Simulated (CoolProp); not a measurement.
Vapour-liquid equilibrium of sulfur dioxide (1) + toluene (2) at 0.108 MPa; x and y are mole fractions of (1).

The numbers come from the multi-fluid Helmholtz-energy mixture model, Gao 2016 and Lemmon 2006; pair parameters Bell 2016 in CoolProp.

Problem. Give the bubble temperature and the first vapour's composition at x = 0.05, 0.2, 0.35. Is there an azeotrope?

Solution. x = 0.05: 356.8 K, y = 0.604; x = 0.2: 311.5 K, y = 0.944; x = 0.35: 291.7 K, y = 0.984. No azeotrope shows between x = 0.05 and 0.95.

The pair parameters rest on a limited set of measurements; away from them the model extrapolates. The gap from Raoult's law changes sign with composition, which may be real or a fault of the pair parameters; it wasn't checked against measurements.
